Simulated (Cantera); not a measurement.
Diamond growth

A diamond (100) surface in a fixed gas of H2 with x(CH4) = 0.016, x(H) = 0.0014, x(CH3) = 0.00082, 0.0100 bar; coverages are run to steady state.

Cantera simulation using the Harris–Goodwin 1993 mechanism for the reconstructed diamond (100) surface; the numbers are that mechanism's predictions, not measurements.

```
T (K)  growth (µm/h)  θ c6HH   θ c6H*  θ c6*H   θ c6**    θ c6HM
-----  -------------  ------  -------  ------  -------  --------
900             1.50   0.445  0.00665   0.186  0.00240     0.289
975             2.02   0.470   0.0120   0.265  0.00513     0.185
1050            1.48   0.504   0.0204   0.366   0.0100    0.0679
1125           0.752   0.490   0.0293   0.438   0.0160    0.0144
1200           0.586   0.454   0.0373   0.477   0.0221   0.00272
1275           0.596   0.420   0.0449   0.500   0.0285  0.000533
1350           0.393   0.396   0.0521   0.514   0.0350  0.000107
```
θ: site fractions in the mechanism's names (c6HH fully hydrogenated, c6H* and c6*H radical sites, c6** diradical, c6HM methylated).
